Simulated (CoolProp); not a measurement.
A closed Brayton cycle with carbon dioxide: compressor inlet 318.15 K and 7.7 MPa, high pressure 14 MPa, turbine inlet 770 K, compressor efficiency 0.89, turbine efficiency 0.9, recuperator effectiveness 0.95 (on enthalpy, no pinch check). Each further row changes one setting.

Computed with CoolProp (reference Helmholtz-energy equation of state, Span 1996).

| case | thermal efficiency (%) | net work (kJ/kg) | compressor to turbine work | compressor exit (K) | turbine exit (K) |
|---|---|---|---|---|---|
| as stated | 32.4 | 49.1 | 0.34 | 365.9 | 700.9 |
| turbine inlet 720 K | 30.5 | 43.7 | 0.37 | 365.9 | 653.6 |
| compressor inlet 328.15 K | 32.0 | 45.2 | 0.40 | 379.4 | 700.9 |
| high pressure 11.9 MPa | 30.2 | 37.1 | 0.33 | 352.7 | 719.4 |
| recuperator effectiveness 0.5 | 15.1 | 49.1 | 0.34 | 365.9 | 700.9 |
